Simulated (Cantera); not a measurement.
Equilibrium for silicon carbide growth: Si(CH3)4 + HCl + H2 + C3H8

A closed system holds: 1 mol Si(CH3)4, 0.078 mol HCl, 82 mol H2, 0.21 mol C3H8, equilibrated at 0.133 bar.

These are equilibrium values from Cantera (NASA tables, ideal gas, pure condensed phases), not measurements of a reactor. Candidate condensed phases: C, C6H6, C7H8, C8H18, Si, SiC; 109 gas species. Gases not in the tables: Si2H6 and higher silanes. The numbers say what is thermodynamically allowed, not how fast it happens.

From 1100 °C to 2200 °C the condensed part is C(graphite) + SiC(s).

| T (°C) | x H2 | x H | x C2H2 (acetylene) | x Si | x SiC2 | x HCl | x Si2C | x CH4 | n C(graphite) | n SiC(s) |
|---|---|---|---|---|---|---|---|---|---|---|
| 1100 | 0.998 | 9.11e-6 | 1.73e-6 | 1.23e-11 | <1e-12 | 0.000878 | <1e-12 | 0.000669 | 3.57 | 1.000 |
| 1200 | 0.999 | 3.46e-5 | 6.50e-6 | 2.69e-10 | <1e-12 | 0.000877 | <1e-12 | 0.000390 | 3.59 | 1.000 |
| 1300 | 0.999 | 0.000111 | 2.06e-5 | 3.94e-9 | 1.25e-11 | 0.000877 | 1.04e-11 | 0.000244 | 3.60 | 1.000 |
| 1400 | 0.999 | 0.000312 | 5.69e-5 | 4.19e-8 | 2.74e-10 | 0.000877 | 2.14e-10 | 0.000161 | 3.61 | 1.000 |
| 1500 | 0.998 | 0.000778 | 0.000140 | 3.39e-7 | 4.22e-9 | 0.000876 | 3.12e-9 | 0.000112 | 3.60 | 1.000 |
| 1600 | 0.997 | 0.00176 | 0.000311 | 2.20e-6 | 4.82e-8 | 0.000875 | 3.38e-8 | 8.08e-5 | 3.57 | 1.000 |
| 1700 | 0.995 | 0.00369 | 0.000637 | 1.17e-5 | 4.27e-7 | 0.000873 | 2.86e-7 | 6.02e-5 | 3.51 | 0.998 |
| 1800 | 0.991 | 0.00717 | 0.00121 | 5.32e-5 | 3.06e-6 | 0.000869 | 1.96e-6 | 4.61e-5 | 3.41 | 0.993 |
| 1900 | 0.984 | 0.0131 | 0.00217 | 0.000209 | 1.81e-5 | 0.000862 | 1.12e-5 | 3.60e-5 | 3.26 | 0.972 |
| 2000 | 0.972 | 0.0227 | 0.00366 | 0.000730 | 9.17e-5 | 0.000850 | 5.45e-5 | 2.84e-5 | 3.04 | 0.902 |
| 2100 | 0.953 | 0.0373 | 0.00586 | 0.00229 | 0.000403 | 0.000830 | 0.000231 | 2.26e-5 | 2.78 | 0.678 |
| 2200 | 0.922 | 0.0586 | 0.00889 | 0.00652 | 0.00156 | 0.000798 | 0.000870 | 1.78e-5 | 2.58 | 0.00668 |
x: gas mole fraction; n: condensed amount in mol.
